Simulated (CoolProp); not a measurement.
Properties of fluorine along the isobar 6880 kPa.

Values from CoolProp's reference Helmholtz-energy equation of state, de Reuck 1990.

```tsv
T (K)	phase	Joule-Thomson coefficient (K/MPa)	isothermal compressibility (1/MPa)	fugacity coefficient
96.3	liquid	-0.2393	0.002274	0.05265
109.9	liquid	-0.1563	0.003658	0.1351
123.5	liquid	0.006471	0.006808	?
137.1	liquid	0.4286	0.01866	0.4404
150.6	supercritical	3.082	0.4155	0.6199
164.2	supercritical	5.005	0.2489	0.7233
177.8	supercritical	4.479	0.1967	0.7876
191.4	supercritical	3.924	0.1769	0.8339
205	supercritical	3.439	0.1665	0.8686
218.5	supercritical	3.030	0.1603	0.8952
232.1	supercritical	2.681	0.1562	?
245.7	supercritical	2.385	0.1533	0.9328
259.3	supercritical	2.134	0.1512	0.9463
272.8	supercritical	1.922	?	0.9572
286.4	supercritical	1.740	0.1485	0.9663
300	supercritical	1.584	0.1475	0.9740
```

Task: Complete the blanks.

Result: 
- 123.5, fugacity coefficient: 0.2675
- 232.1, fugacity coefficient: 0.9161
- 272.8, isothermal compressibility (1/MPa): 0.1497
